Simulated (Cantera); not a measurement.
An adiabatic, constant-volume homogeneous reactor starts with 12.0 % CH4, 18.5 % O2, 69.5 % N2, at 1448 K and 5030 Torr.

Detailed kinetics in Cantera: GRI-Mech 3.0 (53 species, 325 reactions). Above 3000 K some thermodynamic fits are extrapolated.

x: mole fraction; the columns are a selection and need not sum to one.

```
t (s)     T (K)  P (bar)     x CH4     x O2       x CO2      x C2H6        x H2    x HCN   x CH2CO
--------  -----  -------  --------  -------  ----------  ----------  ----------  -------  --------
8.00e-6    1448     6.70     0.120    0.185    6.67e-11     1.56e-8     4.33e-7   <1e-12    <1e-12
2.66e-5    1448     6.70     0.120    0.185  (withheld)  (withheld)  (withheld)   <1e-12  1.08e-11
8.86e-5    1449     6.71     0.120    0.185     2.42e-7     6.33e-5     4.81e-5   <1e-12   8.59e-9
0.000295   1468     6.79     0.116    0.183     7.76e-6    0.000761    0.000747   <1e-12   2.00e-6
0.000981   3085     15.4  4.22e-12  0.00323      0.0369      <1e-12      0.0443  1.07e-7    <1e-12
0.00326    3085     15.4  4.22e-12  0.00323      0.0369      <1e-12      0.0443  1.07e-7    <1e-12
0.0109     3085     15.4  4.22e-12  0.00323      0.0369      <1e-12      0.0443  1.07e-7    <1e-12
0.0361     3085     15.4  4.22e-12  0.00323      0.0369      <1e-12      0.0443  1.07e-7    <1e-12
0.120      3085     15.4  4.22e-12  0.00323      0.0369      <1e-12      0.0443  1.07e-7    <1e-12
0.400      3085     15.4  4.22e-12  0.00323      0.0369      <1e-12      0.0443  1.07e-7    <1e-12
```

Q: Some entries are withheld; supply them.

A: 
- 2.66e-5, x CO2: 5.19e-9
- 2.66e-5, x C2H6: 1.34e-6
- 2.66e-5, x H2: 3.69e-6
